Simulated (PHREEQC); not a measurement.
Solution (25 °C): 0.01 mol BaCl2, 5.4e-05 mol NaHCO3 and 7.2e-07 mol H4SiO4 per kg of water. Closed to the air; pH follows from the charge balance.

All values are PHREEQC results (ion-association model, phreeqc.dat), not measurements.

| Quantity | Value |
|---|---|
| pH | 7.83 |
| ionic strength | 0.0301 mol/kgw |
| specific conductance | 2380 µS/cm |
| total alkalinity | 0.0540 meq/kg |

| species | molality | activity | log γ |
|---|---|---|---|
| Cl- | 0.0200 | 0.0169 | -0.073 |
| Ba+2 | 0.01000 | 0.00521 | -0.283 |
| Na+ | 5.40e-5 | 4.60e-5 | -0.069 |
| HCO3- | 4.95e-5 | 4.24e-5 | -0.068 |
| BaHCO3+ | 2.49e-6 | 2.11e-6 | -0.071 |
| CO2 | 1.41e-6 | 1.42e-6 | 0.003 |
| OH- | 8.03e-7 | 6.78e-7 | -0.074 |
| H4SiO4 | 7.12e-7 | 7.17e-7 | 0.003 |
| BaCO3 | 3.55e-7 | 3.58e-7 | 0.003 |
| CO3-2 | 2.48e-7 | 1.33e-7 | -0.270 |
| H+ | 1.71e-8 | 1.49e-8 | -0.058 |
| BaOH+ | 1.38e-8 | 1.18e-8 | -0.069 |
| H3SiO4- | 8.36e-9 | 7.08e-9 | -0.072 |

This is a speciation only: nothing precipitates in the calculation.
